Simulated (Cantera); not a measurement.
A perfectly stirred reactor is fed with 5.07 % CH4, 0.249 % H2, 7.92 % O2, 86.8 % N2, at 1.40 bar; it is adiabatic with a 773 K inlet, and is followed from long to short residence time, starting on the burning branch (τ in s: 0.077, 0.032, 0.013, 0.0054, 0.0022, 0.00091, 0.00037, 0.00015, 6.3e-05, 2.6e-05).

Detailed kinetics in Cantera: GRI-Mech 3.0 (53 species, 325 reactions).

x: mole fraction; the columns are a selection and need not sum to one.

```csv
τ (s),T (K),x CH4,x H2,x O2,x HCN,x N2O,x CH2CO,x C2H
0.077,1568,0.00223,0.0153,0.00201,3.21e-6,?,2.96e-5,7.28e-9
0.032,1549,0.00248,0.0152,0.00342,2.85e-6,?,3.79e-5,8.20e-9
0.013,1503,0.00342,0.0150,0.00704,1.27e-6,?,6.07e-5,6.18e-9
0.0054,773,0.0507,0.00249,0.0792,<1e-12,<1e-12,<1e-12,<1e-12
0.0022,773,0.0507,0.00249,0.0792,<1e-12,<1e-12,<1e-12,<1e-12
0.00091,773,0.0507,0.00249,0.0792,<1e-12,<1e-12,<1e-12,<1e-12
0.00037,773,0.0507,0.00249,0.0792,<1e-12,<1e-12,<1e-12,<1e-12
0.00015,773,0.0507,0.00249,0.0792,<1e-12,<1e-12,<1e-12,<1e-12
6.3e-5,773,0.0507,0.00249,0.0792,<1e-12,<1e-12,<1e-12,<1e-12
2.6e-5,773,0.0507,0.00249,0.0792,<1e-12,<1e-12,<1e-12,<1e-12
```

**Question.** Some entries are withheld; supply them.

**Answer.** 
- 0.077, x N2O: 7.09e-9
- 0.032, x N2O: 1.20e-8
- 0.013, x N2O: 2.19e-8
